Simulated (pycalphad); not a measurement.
CALPHAD calculation (pycalphad, COST 507 light-alloy database (1999)), 1 atm. These are 1990s assessments: newer ones move some temperatures and phases. Phase fractions are per mole of atoms.

Give the equilibrium state of Mg-6.049Si-0.3852Al (wt.%) at 1000 K.


```
T = 1000.00 K, P = 101325 Pa, N = 1 mol of atoms
G = -49429 J/mol, H = 25897 J/mol, S = 75.33 J/(mol K)  (SER reference)
chemical potentials (J/mol): Mg -47431, Si -82458, Al -90065
phase             fraction      x(Mg)      x(Si)      x(Al)
LIQUID              0.9277     0.9653     0.0309     0.0038
MG2SI               0.0723     0.6667     0.3333       none
```

Give the equilibrium state of Mg-6.049Si-0.3852Al (wt.%) at 500 K.


```
T = 500.00 K, P = 101325 Pa, N = 1 mol of atoms
G = -20682 J/mol, H = 1756 J/mol, S = 44.88 J/(mol K)  (SER reference)
chemical potentials (J/mol): Mg -17806, Si -71472, Al -29921
phase             fraction      x(Mg)      x(Si)      x(Al)
HCP_A3              0.8416     0.9958   1.96e-10     0.0042
MG2SI               0.1584     0.6667     0.3333       none
```

Database names, with the compositions (at.%) that they take in these runs: MG2SI: Mg 67 Si 33. HCP_A3 is hcp. An entry "none" or "no" means that the model of the phase leaves that element out.
